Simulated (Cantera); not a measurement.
# Low-pressure radical oxidation in H2/O2

An isothermal, constant-pressure homogeneous reactor starts with 4.76 % H₂, 95.2 % O₂, equivalence ratio 0.025, at 1150 K and 20.0 Torr.

Computed with Cantera and the H2/O2 subset of GRI-Mech 3.0, which has no nitrogen chemistry. Radical loss at walls, strong at low pressure, is not modelled. The temperature is held fixed by assumption; the heat of reaction is taken as removed at once.

```json
[
 {"t (s)": "9.00e-5", "x H₂": "0.0476", "x O₂": "0.952", "x H₂O₂": "<1e-12", "x O": "2.56e-9", "x H": "1.92e-9", "x OH": "1.86e-9"},
 {"t (s)": "0.000194", "x H₂": "0.0476", "x O₂": "0.952", "x H₂O₂": "2.89e-12", "x O": "1.33e-8", "x H": "7.12e-9", "x OH": "8.58e-9"},
 {"t (s)": "0.000420", "x H₂": "0.0476", "x O₂": "0.952", "x H₂O₂": "1.41e-11", "x O": "1.89e-7", "x H": "9.09e-8", "x OH": "1.17e-7"},
 {"t (s)": "0.000906", "x H₂": "0.0475", "x O₂": "0.952", "x H₂O₂": "2.83e-10", "x O": "4.15e-5", "x H": "1.98e-5", "x OH": "2.55e-5"},
 {"t (s)": "0.00196", "x H₂": "0.00401", "x O₂": "0.922", "x H₂O₂": "4.23e-7", "x O": "0.0231", "x H": "0.00989", "x OH": "0.00446"},
 {"t (s)": "0.00423", "x H₂": "0.000668", "x O₂": "0.926", "x H₂O₂": "1.76e-7", "x O": "0.0225", "x H": "0.00509", "x OH": "0.00247"},
 {"t (s)": "0.00913", "x H₂": "0.000400", "x O₂": "0.936", "x H₂O₂": "1.78e-7", "x O": "0.0133", "x H": "0.00230", "x OH": "0.00191"},
 {"t (s)": "0.0197", "x H₂": "0.000168", "x O₂": "0.945", "x H₂O₂": "1.68e-7", "x O": "0.00553", "x H": "0.000610", "x OH": "0.00123"},
 {"t (s)": "0.0426", "x H₂": "4.99e-5", "x O₂": "0.949", "x H₂O₂": "1.34e-7", "x O": "0.00165", "x H": "9.90e-5", "x OH": "0.000672"},
 {"t (s)": "0.0920", "x H₂": "1.23e-5", "x O₂": "0.951", "x H₂O₂": "8.59e-8", "x O": "0.000414", "x H": "1.24e-5", "x OH": "0.000337"},
 {"t (s)": "0.199", "x H₂": "2.99e-6", "x O₂": "0.951", "x H₂O₂": "4.57e-8", "x O": "0.000103", "x H": "1.54e-6", "x OH": "0.000169"},
 {"t (s)": "0.429", "x H₂": "7.92e-7", "x O₂": "0.951", "x H₂O₂": "2.16e-8", "x O": "2.79e-5", "x H": "2.18e-7", "x OH": "8.80e-5"},
 {"t (s)": "0.926", "x H₂": "2.38e-7", "x O₂": "0.951", "x H₂O₂": "9.69e-9", "x O": "8.54e-6", "x H": "3.70e-8", "x OH": "4.88e-5"},
 {"t (s)": "2.00", "x H₂": "8.02e-8", "x O₂": "0.951", "x H₂O₂": "4.27e-9", "x O": "2.93e-6", "x H": "7.45e-9", "x OH": "2.86e-5"}
]
```
x: mole fraction; the columns are a selection and need not sum to one.

Equilibrium at this temperature and pressure: H₂ 1.32e-9, O₂ 0.951, H₂O₂ 1.17e-10, O 5.00e-8, H 1.67e-11, OH 3.73e-6 (gas phase only).
